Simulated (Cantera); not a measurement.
Input (Python, Cantera):

```python
import numpy as np
import cantera as ct

gas = ct.Solution("h2o2.yaml")
gas.TPX = 1125, 2666, {'H2': 0.26, 'O2': 1, 'N2': 0.66}
inlet = ct.Reservoir(gas, clone=True)

reactor = ct.IdealGasConstPressureReactor(gas, energy="off", clone=False)
exhaust = ct.Reservoir(gas, clone=True)
tau = [1, 0.59, 0.33, 0.19, 0.11, 0.059, 0.034, 0.019, 0.011, 0.006, 0.0034][0]
for a, b in ((inlet, reactor), (reactor, exhaust)):
    ct.MassFlowController(a, b, mdot=lambda t: reactor.mass / tau)
net = ct.ReactorNet([reactor])
show = ['H2', 'O2', 'O', 'HO2', 'H']

rows = []
print(f"{'tau/s':>10s}{'T/K':>9s}" + "".join(f"{s:>11s}" for s in show))
for tau in [1, 0.59, 0.33, 0.19, 0.11, 0.059, 0.034, 0.019, 0.011, 0.006, 0.0034]:
    net.initial_time = 0.0
    net.advance(30 * tau)
    before = gas.X
    net.advance(40 * tau)
    drift = np.max(np.abs(gas.X - before) / (gas.X + 1e-9))
    rows.append([gas.T, *gas[show].X, drift])
    print(f"{tau:10.3e}{gas.T:9.1f}" + "".join(f"{x:11.3e}" for x in gas[show].X))
```

Result:

```
     tau/s      T/K         H2         O2          O        HO2          H
 1.000e+00   1125.0  4.274e-04  4.851e-01  9.473e-04  4.934e-06  1.622e-04
 5.900e-01   1125.0  5.930e-04  4.848e-01  1.335e-03  5.828e-06  2.740e-04
 3.300e-01   1125.0  8.471e-04  4.843e-01  1.941e-03  6.846e-06  4.867e-04
 1.900e-01   1125.0  1.184e-03  4.837e-01  2.754e-03  7.809e-06  8.369e-04
 1.100e-01   1125.0  1.644e-03  4.828e-01  3.870e-03  8.719e-06  1.424e-03
 5.900e-02   1125.0  2.378e-03  4.813e-01  5.645e-03  9.653e-06  2.582e-03
 3.400e-02   1125.0  3.285e-03  4.796e-01  7.786e-03  1.034e-05  4.313e-03
 1.900e-02   1125.0  4.597e-03  4.772e-01  1.073e-02  1.089e-05  7.245e-03
 1.100e-02   1125.0  6.271e-03  4.744e-01  1.415e-02  1.119e-05  1.141e-02
 6.000e-03   1125.0  8.791e-03  4.709e-01  1.842e-02  1.127e-05  1.784e-02
 3.400e-03   1125.0  1.203e-02  4.678e-01  2.224e-02  1.112e-05  2.514e-02
```

Computed with Cantera and the H2/O2 subset of GRI-Mech 3.0, which has no nitrogen chemistry. Radical loss at walls, strong at low pressure, is not modelled. The temperature is held fixed by assumption; the heat of reaction is taken as removed at once.
